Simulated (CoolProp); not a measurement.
A single-stage vapour-compression cycle with C2F6 (R116): evaporating at 207.15 K (dew point), condensing at 256.15 K (bubble point), superheat 10 K, subcooling 2 K, compressor efficiency 0.9, no pressure losses. Each further row changes one setting.

Values from CoolProp's reference Helmholtz-energy equation of state, Lemmon 2006. It is a short technical equation, of lower accuracy than the large ones.

```json
[
 {"case": "as stated", "cooling COP": "2.66", "pressure ratio": "6.17", "discharge temperature (K)": "267.9", "refrigerating effect (kJ/kg)": "68.2", "volumetric capacity (kJ/m³)": "1030"},
 {"case": "evaporating temperature 212.15 K", "cooling COP": "3.15", "pressure ratio": "4.91", "discharge temperature (K)": "267.3", "refrigerating effect (kJ/kg)": "70.8", "volumetric capacity (kJ/m³)": "1330"},
 {"case": "condensing temperature 251.15 K", "cooling COP": "3.15", "pressure ratio": "5.30", "discharge temperature (K)": "263.0", "refrigerating effect (kJ/kg)": "74.0", "volumetric capacity (kJ/m³)": "1120"},
 {"case": "subcooling 7 K", "cooling COP": "2.89", "pressure ratio": "6.17", "discharge temperature (K)": "267.9", "refrigerating effect (kJ/kg)": "74.0", "volumetric capacity (kJ/m³)": "1120"},
 {"case": "superheat 20 K", "cooling COP": "2.75", "pressure ratio": "6.17", "discharge temperature (K)": "277.6", "refrigerating effect (kJ/kg)": "74.9", "volumetric capacity (kJ/m³)": "1070"},
 {"case": "compressor efficiency 0.8", "cooling COP": "2.36", "pressure ratio": "6.17", "discharge temperature (K)": "271.6", "refrigerating effect (kJ/kg)": "68.2", "volumetric capacity (kJ/m³)": "1030"}
]
```
